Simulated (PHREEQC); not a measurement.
A solution holds 0.3 mol Na2SO4, 0.0012 mol Na2B4O7 and 0.062 mol KBr per kg of water, at 25 °C. Closed to the air; pH follows from the charge balance.

All values are PHREEQC results (Pitzer model, pitzer.dat), not measurements.

Each row changes one thing in this solution. Precipitation was switched off in this run.

```csv
case,pH,B(OH)3 (mol/kgw),B(OH)4- (mol/kgw),B3O3(OH)4- (mol/kgw),B4O5(OH)4-2 (mol/kgw)
as made,8.97,0.00241,0.00238,8.34e-7,2.68e-8
diluted 2-fold with water,9.01,0.00122,0.00118,1.04e-7,1.32e-9
KBr from 0.062 to 0.124 mol/kgw,8.97,0.00241,0.00238,8.21e-7,2.79e-8
temperature from 25 to 15 °C,___,0.00241,0.00239,8.31e-7,2.62e-8
KBr from 0.062 to 0.0124 mol/kgw,8.97,0.00241,0.00238,8.45e-7,2.59e-8
KBr from 0.062 to 0.0682 mol/kgw,8.97,0.00241,0.00238,8.33e-7,2.69e-8
Na2SO4 left out,___,0.00242,0.00238,7.21e-7,1.31e-8
```

### Question
Some entries are withheld; supply them.

### Answer

- temperature from 25 to 15 °C, pH: 8.98
- Na2SO4 left out, pH: 9.14
